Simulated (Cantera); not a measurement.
Standard-state values (1 bar) from the NASA 1993 polynomials, evaluated with Cantera. Values are per mole of reaction as written; species without (g) are pure solids or liquids, kept so even where they would boil at 1 bar.

2 OH(g) + Ca → Ca(OH)2, with ΔH° = -1064.8 kJ and ΔS° = -326.6 J/K at 300 K.

### Question
How far is the shortcut ΔG° ≈ ΔH°(300 K) − T·ΔS°(300 K) from the full temperature-dependent value at 873, 898, 923, 948, 973 K?

### Answer
```tsv
T (K)	shortcut (kJ)	full (kJ)	difference (kJ)	difference in log10 K
873	-779.7	-784.0	4.4	-0.26
898	-771.5	-776.3	4.7	-0.28
923	-763.4	-768.5	5.1	-0.29
948	-755.2	-760.8	5.6	-0.31
973	-747.0	-753.0	6.0	-0.32
```
The shortcut ignores the heat-capacity change of the reaction.
